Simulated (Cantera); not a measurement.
Gas mixture: 100 % NH3, at 0.000750 atm, frozen composition.

Cantera's kinetic-theory transport with the Lennard-Jones parameters of GRI-Mech 3.0, ideal gas; thermal conductivity in the mixture-averaged form. Polar gases are described roughly by these parameters.

One state of this run: ρ (kg/m³) = 0.000195; cp (J/kg/K) = 3009; μ (µPa s) = 27.5; λ (mW/m/K) = 115; Pr = 0.721; D (cm²/s) O = 2760; D (cm²/s) NO = 1760; D (cm²/s) H2O = 1900. D: mixture-averaged diffusion coefficient of that species in the mixture.

Which value of T (K) does it belong to?
A) 900
B) 800
C) 700
D) 400

B, 800
